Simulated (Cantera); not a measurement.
Transport properties of process gases

Gas mixture: 91.4 % N2O, 8.57 % N2, at 0.540 bar, frozen composition.

Cantera's kinetic-theory transport with the Lennard-Jones parameters of GRI-Mech 3.0, ideal gas; thermal conductivity in the mixture-averaged form. The composition is frozen, though it would react at the higher temperatures.

```json
[
 {"T (K)": "400", "ρ (kg/m³)": "0.692", "cp (J/kg/K)": "974.6", "μ (µPa s)": "19.7", "λ (mW/m/K)": "26.0", "Pr": "0.736", "D (cm²/s) O": "0.803", "D (cm²/s) OH": "0.785", "D (cm²/s) H2": "2.05"},
 {"T (K)": "650", "ρ (kg/m³)": "0.426", "cp (J/kg/K)": "1124", "μ (µPa s)": "29.3", "λ (mW/m/K)": "44.7", "Pr": "0.736", "D (cm²/s) O": "1.86", "D (cm²/s) OH": "1.82", "D (cm²/s) H2": "4.68"},
 {"T (K)": "900", "ρ (kg/m³)": "0.308", "cp (J/kg/K)": "1222", "μ (µPa s)": "37.3", "λ (mW/m/K)": "61.7", "Pr": "0.739", "D (cm²/s) O": "3.24", "D (cm²/s) OH": "3.17", "D (cm²/s) H2": "8.06"},
 {"T (K)": "1150", "ρ (kg/m³)": "0.241", "cp (J/kg/K)": "1280", "μ (µPa s)": "44.3", "λ (mW/m/K)": "77.1", "Pr": "0.735", "D (cm²/s) O": "4.88", "D (cm²/s) OH": "4.78", "D (cm²/s) H2": "12.1"},
 {"T (K)": "1400", "ρ (kg/m³)": "0.198", "cp (J/kg/K)": "1321", "μ (µPa s)": "50.6", "λ (mW/m/K)": "91.3", "Pr": "0.733", "D (cm²/s) O": "6.78", "D (cm²/s) OH": "6.63", "D (cm²/s) H2": "16.8"},
 {"T (K)": "1650", "ρ (kg/m³)": "0.168", "cp (J/kg/K)": "1353", "μ (µPa s)": "56.5", "λ (mW/m/K)": "104", "Pr": "0.732", "D (cm²/s) O": "8.91", "D (cm²/s) OH": "8.72", "D (cm²/s) H2": "22.1"},
 {"T (K)": "1900", "ρ (kg/m³)": "0.146", "cp (J/kg/K)": "1378", "μ (µPa s)": "62.1", "λ (mW/m/K)": "117", "Pr": "0.732", "D (cm²/s) O": "11.3", "D (cm²/s) OH": "11.0", "D (cm²/s) H2": "27.9"}
]
```
D: mixture-averaged diffusion coefficient of that species in the mixture.
